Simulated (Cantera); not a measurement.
**Equilibrium for carbothermic reduction: Fe2O3 + CO + N2**

A closed system holds: 1 mol Fe2O3, 1.8 mol CO, 0.16 mol N2, at 0.133 bar.

Equilibrium computed with Cantera from the NASA thermochemical tables; the gas is ideal and each condensed phase is pure. Candidate condensed phases: C, Fe, Fe(CO)5, FeO, Fe2O3, Fe3O4; 27 gas species. The tables' stoichiometric FeO is somewhat more stable than real wüstite, so its field is too wide. FeO: taken at fixed stoichiometry. Kinetics and transport are ignored.

```json
[
 {"T (°C)": "877", "x CO2": "0.510", "x CO": "0.408", "x N2": "0.0816", "x Fe": "1.09e-11", "x NO": "1.61e-12", "x FeO": "<1e-12", "x O2": "<1e-12", "x O": "<1e-12", "n FeO(s)": "2.00", "n FeO(l)": "0"},
 {"T (°C)": "927", "x CO2": "0.510", "x CO": "0.408", "x N2": "0.0816", "x Fe": "6.01e-11", "x NO": "8.20e-12", "x FeO": "<1e-12", "x O2": "<1e-12", "x O": "<1e-12", "n FeO(s)": "2.00", "n FeO(l)": "0"},
 {"T (°C)": "977", "x CO2": "0.510", "x CO": "0.408", "x N2": "0.0816", "x Fe": "2.88e-10", "x NO": "3.66e-11", "x FeO": "<1e-12", "x O2": "<1e-12", "x O": "<1e-12", "n FeO(s)": "2.00", "n FeO(l)": "0"},
 {"T (°C)": "1027", "x CO2": "0.510", "x CO": "0.408", "x N2": "0.0816", "x Fe": "1.22e-9", "x NO": "1.46e-10", "x FeO": "3.97e-12", "x O2": "<1e-12", "x O": "<1e-12", "n FeO(s)": "2.00", "n FeO(l)": "0"},
 {"T (°C)": "1077", "x CO2": "0.510", "x CO": "0.408", "x N2": "0.0816", "x Fe": "4.62e-9", "x NO": "5.22e-10", "x FeO": "2.21e-11", "x O2": "1.89e-12", "x O": "1.59e-12", "n FeO(s)": "2.00", "n FeO(l)": "0"},
 {"T (°C)": "1127", "x CO2": "0.510", "x CO": "0.408", "x N2": "0.0816", "x Fe": "1.59e-8", "x NO": "1.71e-9", "x FeO": "1.08e-10", "x O2": "1.13e-11", "x O": "8.70e-12", "n FeO(s)": "2.00", "n FeO(l)": "0"},
 {"T (°C)": "1177", "x CO2": "0.510", "x CO": "0.408", "x N2": "0.0816", "x Fe": "5.00e-8", "x NO": "5.15e-9", "x FeO": "4.75e-10", "x O2": "5.95e-11", "x O": "4.24e-11", "n FeO(s)": "2.00", "n FeO(l)": "0"},
 {"T (°C)": "1227", "x CO2": "0.510", "x CO": "0.408", "x N2": "0.0816", "x Fe": "1.46e-7", "x NO": "1.44e-8", "x FeO": "1.88e-9", "x O2": "2.81e-10", "x O": "1.86e-10", "n FeO(s)": "2.00", "n FeO(l)": "0"},
 {"T (°C)": "1277", "x CO2": "0.510", "x CO": "0.408", "x N2": "0.0816", "x Fe": "3.95e-7", "x NO": "3.77e-8", "x FeO": "6.77e-9", "x O2": "1.20e-9", "x O": "7.42e-10", "n FeO(s)": "2.00", "n FeO(l)": "0"},
 {"T (°C)": "1327", "x CO2": "0.510", "x CO": "0.408", "x N2": "0.0816", "x Fe": "1.00e-6", "x NO": "9.28e-8", "x FeO": "2.25e-8", "x O2": "4.66e-9", "x O": "2.71e-9", "n FeO(s)": "2.00", "n FeO(l)": "0"},
 {"T (°C)": "1377", "x CO2": "0.510", "x CO": "0.408", "x N2": "0.0816", "x Fe": "2.40e-6", "x NO": "2.16e-7", "x FeO": "6.91e-8", "x O2": "1.67e-8", "x O": "9.16e-9", "n FeO(s)": "0", "n FeO(l)": "2.00"},
 {"T (°C)": "1427", "x CO2": "0.510", "x CO": "0.408", "x N2": "0.0816", "x Fe": "5.18e-6", "x NO": "4.79e-7", "x FeO": "1.89e-7", "x O2": "5.53e-8", "x O": "2.88e-8", "n FeO(s)": "0", "n FeO(l)": "2.00"},
 {"T (°C)": "1477", "x CO2": "0.510", "x CO": "0.408", "x N2": "0.0816", "x Fe": "1.07e-5", "x NO": "1.01e-6", "x FeO": "4.84e-7", "x O2": "1.71e-7", "x O": "8.47e-8", "n FeO(s)": "0", "n FeO(l)": "2.00"},
 {"T (°C)": "1527", "x CO2": "0.510", "x CO": "0.408", "x N2": "0.0816", "x Fe": "2.11e-5", "x NO": "2.06e-6", "x FeO": "1.18e-6", "x O2": "4.96e-7", "x O": "2.35e-7", "n FeO(s)": "0", "n FeO(l)": "2.00"}
]
```
x: gas mole fraction; n: condensed amount in mol.

From 877 °C to 1327 °C the condensed part is FeO(s). From 1377 °C to 1527 °C the condensed part is FeO(l).
